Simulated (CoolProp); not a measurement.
Ethylene along the isotherm 292.5 K: density (kg/m³) from the reference equation and from simpler models built on Tc = 282.4 K, pc = 50.42 bar, ω = 0.087; each cubic takes its own stable root.

Computed with CoolProp (reference Helmholtz-energy equation of state, Smukala 2000).

| p (bar) | phase | reference |
|---|---|---|
| 5.82 | gas | 6.962 |
| 11.6 | gas | 14.43 |
| 17.5 | gas | 22.77 |
| 23.3 | gas | 31.83 |
| 29.1 | gas | 42.02 |
| 34.9 | gas | 53.76 |
| 40.7 | gas | 67.76 |
| 46.5 | gas | 85.40 |
| 52.4 | supercritical | 110.5 |
| 58.2 | supercritical | 154.6 |
| 64 | supercritical | 241.8 |
| 69.8 | supercritical | 286.2 |
| 75.6 | supercritical | 307.7 |

### Question
How far does each simpler model (ideal gas, van der Waals, Redlich-Kwong, Soave-Redlich-Kwong, Peng-Robinson) lie from the reference over these 13 states: mean and median of the absolute difference, and the worst?

### Answer
- ideal gas: mean 35.8 %, median 30.7 %, worst -71.9 % at 292.5 K and 69.8 bar
- van der Waals: mean 6.3 %, median 2.4 %, worst -22.7 % at 292.5 K and 75.6 bar
- Redlich-Kwong: mean 2.9 %, median 0.2 %, worst -13.2 % at 292.5 K and 69.8 bar
- Soave-Redlich-Kwong: mean 3.8 %, median 0.3 %, worst -14.9 % at 292.5 K and 69.8 bar
- Peng-Robinson: mean 3.5 %, median 3.0 %, worst -7.4 % at 292.5 K and 69.8 bar
